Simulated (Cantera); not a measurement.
Cantera run:

```python
import numpy as np
import cantera as ct

gas_names = """
    CL CLF CLF3 CL2 F F2 N NF NF2 NF3 N2 Si SiCL SiCL2 SiCL3 SiCL4 SiF SiF2 SiF3 SiF4 SiN Si2 Si2N Si3
""".split()
cond_names = """
    Si(cr) Si(L) Si3N4(a)
""".split()


def load(file, names, dense=False):
    # The tables refer to 1 bar. Condensed volumes are neglected.
    table = {s.name: s for s in ct.Species.list_from_file(file)}
    out = []
    for n in names:
        d = dict(table[n].input_data)
        d["thermo"] = dict(d["thermo"], **{"reference-pressure": 1e5})
        if dense:
            d["equation-of-state"] = {"model": "constant-volume", "density": "1e6 g/cm^3"}
        out.append(ct.Species.from_dict(d))
    return out


gas = ct.Solution(thermo="ideal-gas", species=load("nasa_gas.yaml", gas_names))
cond = {s.name: ct.Solution(thermo="fixed-stoichiometry", species=[s], name=s.name)
        for s in load("nasa_condensed.yaml", cond_names, dense=True)}
atoms = {
    'Si': {'Si': 1},
    'F2': {'F': 2},
    'N2': {'N': 2},
    'Cl2': {'CL': 2},
}
top_T = {'Si3N4(a)': 2400}  # K; cautious upper limits of use, not melting points


def equilibrate(T, P, feed):
    n = {}
    for name, mol in feed.items():
        for a, k in atoms[name].items():
            n[a] = n.get(a, 0.0) + k * mol
    gas.TPX = T, P, n
    mass = sum(n.values()) * gas.mean_molecular_weight
    gas.equilibrate("TP")
    valid = [c for c in cond.values() if c.min_temp <= T <= top_T.get(c.name, c.max_temp)]
    mix = ct.Mixture([(gas, mass / gas.mean_molecular_weight)] + [(c, 0.0) for c in valid])
    mix.T, mix.P = T, P
    mix.equilibrate("TP", solver="vcs", rtol=1e-11, max_steps=5000)
    return mix


results = []
feed = {'Si': 1, 'F2': 8, 'N2': 0.43, 'Cl2': 5.5}  # mol
P = 59000  # Pa
for T in [1275, 1300, 1325, 1350, 1375, 1400, 1425, 1450, 1475, 1500]:
    mix = equilibrate(T, P, feed)
    results.append((T, P, feed, dict(zip(mix.species_names, mix.species_moles))))
    x = sorted(zip(gas.X, gas.species_names), reverse=True)
    print(f"T = {T:g} K  P = {P:g} Pa  gas = {mix.phase_moles(0):.4g} mol")
    print("   x: " + "  ".join(f"{s} {v:.3e}" for v, s in x if v > 1e-06))
    print("   condensed (mol): " + ("  ".join(f"{mix.phase(i).name} {mix.phase_moles(i):.4g}"
          for i in range(1, mix.n_phases) if mix.phase_moles(i) > 1e-12) or "none"))
```

Output:

```
T = 1275 K  P = 59000 Pa  gas = 13.43 mol
   x: CLF 8.115e-01  SiF4 7.448e-02  F 7.325e-02  N2 3.203e-02  F2 4.497e-03  CL2 3.508e-03  CL 7.621e-04  CLF3 4.799e-06
   condensed (mol): none
T = 1300 K  P = 59000 Pa  gas = 13.46 mol
   x: CLF 8.060e-01  F 7.785e-02  SiF4 7.429e-02  N2 3.194e-02  CL2 4.975e-03  F2 3.758e-03  CL 1.139e-03  CLF3 3.305e-06
   condensed (mol): none
T = 1325 K  P = 59000 Pa  gas = 13.5 mol
   x: CLF 7.993e-01  F 8.304e-02  SiF4 7.406e-02  N2 3.185e-02  CL2 6.857e-03  F2 3.198e-03  CL 1.664e-03  CLF3 2.331e-06
   condensed (mol): none
T = 1350 K  P = 59000 Pa  gas = 13.55 mol
   x: CLF 7.912e-01  F 8.897e-02  SiF4 7.381e-02  N2 3.174e-02  CL2 9.172e-03  F2 2.776e-03  CL 2.377e-03  CLF3 1.685e-06
   condensed (mol): none
T = 1375 K  P = 59000 Pa  gas = 13.6 mol
   x: CLF 7.814e-01  F 9.575e-02  SiF4 7.351e-02  N2 3.161e-02  CL2 1.192e-02  CL 3.320e-03  F2 2.455e-03  CLF3 1.247e-06
   condensed (mol): none
T = 1400 K  P = 59000 Pa  gas = 13.67 mol
   x: CLF 7.701e-01  F 1.034e-01  SiF4 7.316e-02  N2 3.146e-02  CL2 1.507e-02  CL 4.543e-03  F2 2.208e-03
   condensed (mol): none
T = 1425 K  P = 59000 Pa  gas = 13.74 mol
   x: CLF 7.572e-01  F 1.120e-01  SiF4 7.277e-02  N2 3.129e-02  CL2 1.859e-02  CL 6.098e-03  F2 2.014e-03
   condensed (mol): none
T = 1450 K  P = 59000 Pa  gas = 13.83 mol
   x: CLF 7.427e-01  F 1.215e-01  SiF4 7.233e-02  N2 3.110e-02  CL2 2.243e-02  CL 8.044e-03  F2 1.860e-03
   condensed (mol): none
T = 1475 K  P = 59000 Pa  gas = 13.92 mol
   x: CLF 7.266e-01  F 1.319e-01  SiF4 7.183e-02  N2 3.089e-02  CL2 2.655e-02  CL 1.044e-02  F2 1.733e-03
   condensed (mol): none
T = 1500 K  P = 59000 Pa  gas = 14.03 mol
   x: CLF 7.090e-01  F 1.432e-01  SiF4 7.129e-02  CL2 3.089e-02  N2 3.065e-02  CL 1.337e-02  F2 1.627e-03
   condensed (mol): none
```

Method: chemical equilibrium by Gibbs-energy minimisation in Cantera with the NASA 1993 tables (ideal gas, pure condensed phases).
